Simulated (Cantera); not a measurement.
An isothermal, constant-pressure homogeneous reactor starts with NO : N2 = 1 : 0.34 (molar parts), at 1475 K and 20.0 Torr. Integrator tolerance rtol = 1e-08.

Model: GRI-Mech 3.0 (53 species, 325 reactions), integrated in Cantera. Radical loss at walls, strong at low pressure, is not modelled.

### Question
What does this change do: pressure from 20.0 Torr to 975 Torr?

### Answer
| quantity | before | after |
|---|---|---|
| x(NO) at 40.0 s | 0.738 (gas-phase equilibrium 0.00129) | 0.491 (gas-phase equilibrium 0.00129) |
| x(N2) at 40.0 s | 0.258 (gas-phase equilibrium 0.626) | 0.381 (gas-phase equilibrium 0.626) |
| x(N2O) at 40.0 s | 0.000166 (gas-phase equilibrium 1.16e-8) | 7.98e-5 (gas-phase equilibrium 8.10e-8) |
| x(O) at 40.0 s | 1.95e-6 (gas-phase equilibrium 1.08e-5) | 9.12e-7 (gas-phase equilibrium 1.55e-6) |
| x(O2) at 40.0 s | 0.00379 (gas-phase equilibrium 0.372) | 0.125 (gas-phase equilibrium 0.372) |
| x(NO2) at 40.0 s | 0.000104 (gas-phase equilibrium 1.62e-6) | 0.00251 (gas-phase equilibrium 1.13e-5) |

### Question
What does this change do: pressure from 20.0 Torr to 458 Torr?

### Answer
```json
[
 {"quantity": "x(NO) at 40.0 s", "before": "0.738 (gas-phase equilibrium 0.00129)", "after": "0.600 (gas-phase equilibrium 0.00129)"},
 {"quantity": "x(N2) at 40.0 s", "before": "0.258 (gas-phase equilibrium 0.626)", "after": "0.327 (gas-phase equilibrium 0.626)"},
 {"quantity": "x(N2O) at 40.0 s", "before": "0.000166 (gas-phase equilibrium 1.16e-8)", "after": "0.000115 (gas-phase equilibrium 5.55e-8)"},
 {"quantity": "x(O) at 40.0 s", "before": "1.95e-6 (gas-phase equilibrium 1.08e-5)", "after": "1.03e-6 (gas-phase equilibrium 2.26e-6)"},
 {"quantity": "x(O2) at 40.0 s", "before": "0.00379 (gas-phase equilibrium 0.372)", "after": "0.0718 (gas-phase equilibrium 0.372)"},
 {"quantity": "x(NO2) at 40.0 s", "before": "0.000104 (gas-phase equilibrium 1.62e-6)", "after": "0.00159 (gas-phase equilibrium 7.74e-6)"}
]
```
